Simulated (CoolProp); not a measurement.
R152A at 282.09 K and 0.105 MPa is compressed adiabatically to 0.286 MPa with isentropic efficiency 0.85. Each further row changes one setting.

Computed with CoolProp (reference Helmholtz-energy equation of state, Outcalt 1996). It is a modified Benedict-Webb-Rubin equation, recast in Helmholtz form.

| case | work (kJ/kg) | final temperature (K) | final density (kg/m³) |
|---|---|---|---|
| as stated | ___ | ___ | 7.28 |
| efficiency 1 | 36.6 | ___ | ___ |
| efficiency 0.65 | 56.3 | ___ | 6.99 |

Q: Complete the blanks.

A: 
- as stated, work (kJ/kg): 43.1
- as stated, final temperature (K): 326.5
- efficiency 1, final temperature (K): 320.8
- efficiency 1, final density (kg/m³): 7.43
- efficiency 0.65, final temperature (K): 338.0
